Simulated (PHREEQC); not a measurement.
## Cooling-tower water: an equilibrium model

Synthetic water in mg/L, 25 °C, pH 6.5, pe -0.2:

```json
[
 {"constituent": "Na", "mg/L": "150"},
 {"constituent": "K", "mg/L": "34.9"},
 {"constituent": "Ca", "mg/L": "63.5"},
 {"constituent": "Mg", "mg/L": "48.2"},
 {"constituent": "Cl", "mg/L": "97.8"},
 {"constituent": "S(6) as SO4", "mg/L": "415"},
 {"constituent": "Alkalinity as HCO3", "mg/L": "179"},
 {"constituent": "Zn", "mg/L": "10.8"},
 {"constituent": "Li", "mg/L": "0.0217"}
]
```

Na is adjusted to close the charge balance.
Valence states are taken as typed.

The numbers come from PHREEQC with the ion-association model, wateq4f.dat.

```yaml
ionic_strength: 0.0190 mol/kgw
```

| species | molality | activity | log γ |
|---|---|---|---|
| Na+ | 0.00591 | 0.00517 | -0.058 |
| SO4-2 | 0.00348 | 0.00205 | -0.230 |
| HCO3- | 0.00284 | 0.00249 | -0.056 |
| Cl- | 0.00276 | 0.00240 | -0.060 |
| CO2 | 0.00176 | 0.00177 | 0.002 |
| Mg+2 | 0.00152 | 0.000912 | -0.221 |
| Ca+2 | 0.00126 | 0.000746 | -0.226 |
| K+ | 0.000881 | 0.000767 | -0.060 |
| MgSO4 | 0.000436 | 0.000438 | 0.002 |
| CaSO4 | 0.000304 | 0.000305 | 0.002 |
| Zn+2 | 0.000106 | 6.36e-5 | -0.221 |

No solid was allowed to form. The database's zinc carbonate complexes are estimates, stronger than later reviews accept.
